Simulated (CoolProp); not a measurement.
Vapour-liquid equilibrium of R22 (1) + C3F8 (R218) (2) at 0.308 MPa; x and y are mole fractions of (1).

The numbers come from the multi-fluid Helmholtz-energy mixture model, Kamei 1995 and Lemmon 2006; pair parameters Bell 2016 in CoolProp.

Give the bubble temperature and the first vapour's composition at x = 0.45, 0.65, 0.75. Is there an azeotrope?

x = 0.45: 252.9 K, y = 0.544; x = 0.65: 252.6 K, y = 0.621; x = 0.75: 252.9 K, y = 0.666. y crosses x between x = 0.55 and 0.65: the model has an azeotrope there.

Pair parameters are fitted to limited data, so mixtures are less certain than the pure fluids.
